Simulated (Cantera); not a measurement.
A Cantera script and what it prints.

```python
import numpy as np
import cantera as ct

gas_names = """
    AL ALBr ALBr3 ALH ALO ALOH ALO2 ALO2H AL2 AL2Br6 AL2O AL2O2 Br Br2 H HALO HBr HO2 H2 H2O H2O2 O OH
    O2 O3
""".split()
cond_names = """
    AL(cr) AL(L) ALBr3(s) ALBr3(L) AL2O3(a) AL2O3(L) Br2(cr) Br2(L) H2O(s) H2O(L)
""".split()


def load(file, names, dense=False):
    # The tables refer to 1 bar. Condensed volumes are neglected.
    table = {s.name: s for s in ct.Species.list_from_file(file)}
    out = []
    for n in names:
        d = dict(table[n].input_data)
        d["thermo"] = dict(d["thermo"], **{"reference-pressure": 1e5})
        if dense:
            d["equation-of-state"] = {"model": "constant-volume", "density": "1e6 g/cm^3"}
        out.append(ct.Species.from_dict(d))
    return out


gas = ct.Solution(thermo="ideal-gas", species=load("nasa_gas.yaml", gas_names))
cond = {s.name: ct.Solution(thermo="fixed-stoichiometry", species=[s], name=s.name)
        for s in load("nasa_condensed.yaml", cond_names, dense=True)}
atoms = {
    'AlBr3': {'AL': 1, 'Br': 3},
    'O2': {'O': 2},
    'H2': {'H': 2},
}
top_T = {}  # K; cautious upper limits of use, not melting points


def equilibrate(T, P, feed):
    n = {}
    for name, mol in feed.items():
        for a, k in atoms[name].items():
            n[a] = n.get(a, 0.0) + k * mol
    gas.TPX = T, P, n
    mass = sum(n.values()) * gas.mean_molecular_weight
    gas.equilibrate("TP")
    valid = [c for c in cond.values() if c.min_temp <= T <= top_T.get(c.name, c.max_temp)]
    mix = ct.Mixture([(gas, mass / gas.mean_molecular_weight)] + [(c, 0.0) for c in valid])
    mix.T, mix.P = T, P
    mix.equilibrate("TP", solver="vcs", rtol=1e-11, max_steps=5000)
    return mix


results = []
feed = {'AlBr3': 1, 'O2': 0.39, 'H2': 300}  # mol
T = 2048  # K
P = 1333.22  # Pa
mix = equilibrate(T, P, feed)
results.append((T, P, feed, dict(zip(mix.species_names, mix.species_moles))))
x = sorted(zip(gas.X, gas.species_names), reverse=True)
print(f"T = {T:g} K  P = {P:g} Pa  gas = {mix.phase_moles(0):.4g} mol")
print("   x: " + "  ".join(f"{s} {v:.3e}" for v, s in x if v > 0.0001))
print("   condensed (mol): " + ("  ".join(f"{mix.phase(i).name} {mix.phase_moles(i):.4g}"
      for i in range(1, mix.n_phases) if mix.phase_moles(i) > 1e-12) or "none"))
```

Output:

```
T = 2048 K  P = 1333.22 Pa  gas = 305.2 mol
   x: H2 9.697e-01  H 1.910e-02  HBr 5.545e-03  Br 2.395e-03  ALBr 1.891e-03  H2O 9.991e-04  AL 2.620e-04
   condensed (mol): AL2O3(a) 0.1495
```

These are equilibrium values from Cantera (NASA tables, ideal gas, pure condensed phases), not measurements of a reactor. The tables' values for AlOH are old estimates; treat these amounts as uncertain.
